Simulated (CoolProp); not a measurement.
Computed with CoolProp (reference Helmholtz-energy equation of state, Lemmon 2003). It is a pseudo-pure fit of the blend.

Problem. For R404A, give the phase and the cv (kJ/(kg K)), viscosity (µPa s), Prandtl number at 326.2 K and 288 kPa; 407 K and 23 kPa.

Solution. 
- 326.2 K and 288 kPa: gas; cv 0.840, viscosity 13.3, Prandtl number 0.798
- 407 K and 23 kPa: gas; cv 0.961, viscosity 16.4, Prandtl number 0.805

Viscosity comes from a separate model (Geller 2000). Thermal conductivity comes from a separate model (Geller 2001).
